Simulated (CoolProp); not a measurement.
n-pentane along the isobar 2.66 MPa: density (kg/m³) from the reference equation and from simpler models built on Tc = 469.7 K, pc = 3.368 MPa, ω = 0.251; each cubic takes its own stable root.

The numbers come from the reference Helmholtz-energy equation of state, Thol 2019 in CoolProp.

```
T (K)   phase  reference  van der Waals  Redlich-Kwong  Soave-Redlich-Kwong
-----  ------  ---------  -------------  -------------  -------------------
338    liquid      583.9          358.1          513.0                532.1
352.9  liquid      567.4          348.3          495.4                515.1
367.8  liquid      550.0          337.7          476.4                496.4
382.8  liquid      531.1     (withheld)     (withheld)                475.6
397.7  liquid      510.6          312.7          432.5                452.3
412.7  liquid      487.4     (withheld)          406.1                425.3
427.6  liquid      460.3          277.9          374.9                393.1
442.6  liquid      425.0          249.1          333.4                350.8
457.5     gas      90.95          78.99          85.85                87.71
472.5     gas      75.37          71.05     (withheld)                74.22
487.4     gas      67.16          65.43          67.34           (withheld)
502.4     gas      61.49          61.03          62.12                61.05
```

**Question.** Some entries are withheld; supply them.

**Answer.** 
- 382.8, van der Waals: 325.9
- 382.8, Redlich-Kwong: 455.6
- 412.7, van der Waals: 297.1
- 472.5, Redlich-Kwong: 74.42
- 487.4, Soave-Redlich-Kwong: 66.53
